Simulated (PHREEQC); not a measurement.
A column of 0.2 m (40 cells, dispersivity 0.016 m, 60 s a shift, diffusion coefficient 3e-10 m²/s) holds 0.038 eq of the database's cation exchanger X per kg of pore water, first in equilibrium with 0.031 mol CaCl2, 0.0018 mol NaCl and 1e-05 mol HCl per kg of water. It is flushed with 1 mmol/kgw Na2SO4, 15 mmol/kgw ZnCl2, 1.7 mmol/kgw NaCl and 0.01 mmol/kgw HCl, at 25 °C. Values are for the last cell. No CO2 enters from the air. No solid was allowed to form.

The series has 34 steps of pore volumes, from 0 to 4.963.

The numbers come from PHREEQC with the ion-association model, phreeqc.dat.

Task: After how many pore volumes does Zn at the outlet first reach half of its feed value?

Result: By 2.1 pore volumes.

Task: After how many pore volumes does S at the outlet first reach half of its feed value?

Result: By 1.1 pore volumes.
